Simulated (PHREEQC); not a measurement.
Make-up at 20 °C: 0.17 mol/kgw HF and 0.02 mol/kgw H2SiF6. Closed to the air; pH follows from the charge balance.

Equilibrium calculation in PHREEQC: ion-association model, wateq4f.dat.

Each row changes one thing in this solution. Precipitation was switched off in this run.

```tsv
case	pH	ionic strength (mol/kgw)	HF (mol/kgw)	H2F2 (mol/kgw)	F- (mol/kgw)	HF2- (mol/kgw)	SI of Quartz (SiO2)
as made	1.43	0.0635	0.101	0.0323	0.00255	0.000962	-6.50
temperature from 20 to 65 °C	1.45	0.0626	0.143	0.0116	0.00161	0.00103	-4.20
H2SiF6 from 0.02 to 0.1 mol/kgw	?	0.301	0.101	0.0339	0.000740	?	-4.90
H2SiF6 from 0.02 to 0.002 mol/kgw	?	?	0.0981	0.0301	0.00681	0.00247	-8.22
H2SiF6 from 0.02 to 0.018 mol/kgw	1.47	0.0578	0.101	0.0321	0.00275	0.00103	-6.60
HF replaced by NH4HF2 at the same molality	2.93	?	0.103	0.0343	0.0942	0.0372	-9.78
HF from 0.17 to 0.085 mol/kgw	1.45	0.0619	0.0600	0.0114	0.00157	0.000351	-5.17
HF from 0.17 to 0.034 mol/kgw	1.46	0.0608	0.0281	0.00249	0.000752	7.88e-5	-3.21
```

Q: Fill in the missing entries.

A: 
- H2SiF6 from 0.02 to 0.1 mol/kgw, pH: 0.80
- H2SiF6 from 0.02 to 0.1 mol/kgw, HF2- (mol/kgw): 0.000294
- H2SiF6 from 0.02 to 0.002 mol/kgw, pH: 1.92
- H2SiF6 from 0.02 to 0.002 mol/kgw, ionic strength (mol/kgw): 0.0153
- HF replaced by NH4HF2 at the same molality, ionic strength (mol/kgw): 0.192

Species that the database lacks are ignored. wateq4f.dat counts part of the HF as a dimer, H2F2, which phreeqc.dat doesn't know; its constant is uncertain. Away from 25 °C the constants follow the database's enthalpies or fits; those with neither stay at their 25 °C values. SiF6-2 is the database's only silicon fluoride.
